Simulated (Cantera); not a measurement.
## PbO + CH₄ + H₂ (carbothermic reduction)

Charge: 1 mol PbO, a varied amount of CH₄, 6.1 mol H₂, equilibrated at 1500 K and 10.0 mbar.

Cantera equilibrium calculation (NASA polynomials, part measured and part estimated; ideal gas, pure solids and liquids). Candidate condensed phases: C, C₆H₆, C₇H₈, C₈H₁₈, H₂O, Pb, PbO, PbO₂, Pb₃O₄; 113 gas species. The numbers say what is thermodynamically allowed, not how fast it happens.

```csv
n(CH₄) (mol),x H₂,x Pb,x CO,x H₂O,x CO₂,x H,x CH₄,x C₂H₂ (acetylene),n C(graphite)
0.57,0.774,0.113,0.0632,0.0473,0.00149,0.000155,2.74e-10,<1e-12,0
0.68,0.782,0.109,0.0732,0.0338,0.00122,0.000156,4.58e-10,<1e-12,0
0.81,0.791,0.105,0.0842,0.0191,0.000788,0.000157,9.60e-10,<1e-12,0
0.97,0.800,0.0999,0.0968,0.00286,0.000134,0.000157,7.64e-9,1.56e-12,0
1.2,0.809,0.0952,0.0952,1.32e-6,6.02e-8,0.000158,1.68e-5,7.30e-6,0.200
1.4,0.816,0.0917,0.0917,1.29e-6,5.59e-8,0.000159,1.71e-5,7.37e-6,0.400
1.6,0.823,0.0885,0.0885,1.25e-6,5.20e-8,0.000160,1.74e-5,7.43e-6,0.600
1.9,0.832,0.0840,0.0840,1.20e-6,4.69e-8,0.000161,1.78e-5,7.51e-6,0.900
2.3,0.842,0.0787,0.0787,1.14e-6,4.11e-8,0.000162,1.82e-5,7.60e-6,1.30
2.7,0.852,0.0741,0.0741,1.08e-6,3.64e-8,0.000162,1.86e-5,7.69e-6,1.70
```
x: gas mole fraction; n: condensed amount in mol.

From 0.57 mol CH₄ to 0.97 mol CH₄ nothing is condensed. From 1.2 mol CH₄ to 2.7 mol CH₄ the condensed part is C(graphite). The main Pb-bearing gas is Pb throughout.
